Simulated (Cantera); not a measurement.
Input: 1 mol SiF₄, 0.16 mol O₂, 9 mol N₂, 6.7 mol NO, at 2100 Pa.

Method: chemical equilibrium by Gibbs-energy minimisation in Cantera with the NASA 1993 tables (ideal gas, pure condensed phases). Candidate condensed phases: Si, SiO₂, Si₂N₂O, Si₃N₄; 28 gas species. The tables' values for SiF₃, SiO₂ are old estimates; treat these amounts as uncertain. The tables hold silica as quartz up to 1696 K and as liquid above; real silica turns to tridymite and cristobalite and melts near 1996 K. Rates play no part.

x: gas mole fraction; n: condensed amount in mol.

```
T (K)   x N₂   x O₂  x SiF₄     x NO       x O  x F    x SiF₃  n SiO₂(condensed)
-----  -----  -----  ------  -------  --------  ---  --------  -----------------
1550   0.732  0.207  0.0593  0.00148   2.46e-5    ?   6.58e-7                  0
1600   0.732  0.207  0.0593  0.00185   4.56e-5    ?   1.53e-6                  0
1650   0.731  0.207  0.0593  0.00228   8.13e-5    ?   3.36e-6                  0
1700   0.731  0.207  0.0593  0.00277  0.000140    ?   7.04e-6                  0
1750   0.731  0.206  0.0593  0.00333  0.000235    ?   1.41e-5                  0
1800   0.730  0.206  0.0593  0.00396  0.000381    ?   2.71e-5           0.000113
1850   0.730  0.205  0.0592  0.00467  0.000603    ?   5.04e-5           0.000146
1900   0.729  0.205  0.0592  0.00545  0.000932    ?   9.05e-5           0.000157
1950   0.729  0.204  0.0591  0.00631   0.00141    ?  0.000157                  0
2000   0.728  0.203  0.0590  0.00724   0.00208    ?  0.000253                  0
2050   0.727  0.202  0.0588  0.00825   0.00302    ?  0.000381                  0
```

**Question.** What belongs in the gaps?

**Answer.** 
- 1550, x F: 3.24e-6
- 1600, x F: 6.12e-6
- 1650, x F: 1.11e-5
- 1700, x F: 1.96e-5
- 1750, x F: 3.34e-5
- 1800, x F: 5.54e-5
- 1850, x F: 8.94e-5
- 1900, x F: 0.000141
- 1950, x F: 0.000217
- 2000, x F: 0.000343
- 2050, x F: 0.000554
